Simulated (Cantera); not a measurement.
**Reactions in the system C-Fe-H-S**

Source: NASA polynomial tables (part measured, part estimated), evaluated in Cantera. Values are per mole of reaction as written; species without (g) are pure solids or liquids, kept so even where they would boil at 1 bar.

2 CH3(g) + 4 CS2(g) + 4 Fe ⇌ 3 C2H2(g) + 4 FeS2

```tsv
T (K)	ΔH° (kJ)	ΔS° (J/K)	ΔG° (kJ)	log10 K
300	-763.1	-634.7	-572.7	99.72
473	-758.0	-621.2	-464.1	51.25
523	-756.3	-618.0	-433.1	43.26
573	-754.8	-615.1	-402.3	36.67
623	-753.3	-612.7	-371.6	31.16
673	-751.9	-610.6	-341.0	26.47
723	-750.7	-608.8	-310.6	22.44
773	-749.6	-607.3	-280.2	18.93
823	-748.7	-606.2	-249.8	15.86
873	-748.2	-605.5	-219.5	13.13
923	-748.1	-605.4	-189.3	10.71
```
